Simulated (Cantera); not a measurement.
**Thermodynamics of boron, boron nitride and boron oxide, feed B + NH₃ + H₂ + N₂**

Feed: 1 mol B, 1.4 mol NH₃, 0.99 mol H₂, 0.56 mol N₂, at 1152 °C and 133 Pa.

Cantera equilibrium calculation (NASA polynomials, part measured and part estimated; ideal gas, pure solids and liquids). Candidate condensed phases: B, BN; 15 gas species. Equilibrium is a limit: real reactors are often held back by kinetics, nucleation or transport.

| Property | Value |
|---|---|
| x(H₂) | 0.802 |
| x(N₂) | 0.197 |
| x(H) | 0.000167 |
| n(BN(s)) | 1.00 mol |
| gas amount | 3.850 mol |
| log10 activity of B(s) (absent) | -2.80 |
